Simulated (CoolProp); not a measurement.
Vapour-liquid equilibrium of R22 (1) + dimethyl ether (2) at 320.8 K; x and y are mole fractions of (1).

Values from CoolProp's multi-fluid Helmholtz-energy mixture model, Kamei 1995 and Wu 2011; pair parameters Bell 2016.

Task: Give the bubble pressure and the first vapour's composition at x = 0.125, 0.2, 0.725. Is there an azeotrope?

Result: x = 0.125: 1059 kPa, y = 0.116; x = 0.2: 1053 kPa, y = 0.196; x = 0.725: 1362 kPa, y = 0.839. y crosses x between x = 0.2 and 0.275: the model has an azeotrope there.

The pair parameters rest on a limited set of measurements; away from them the model extrapolates.
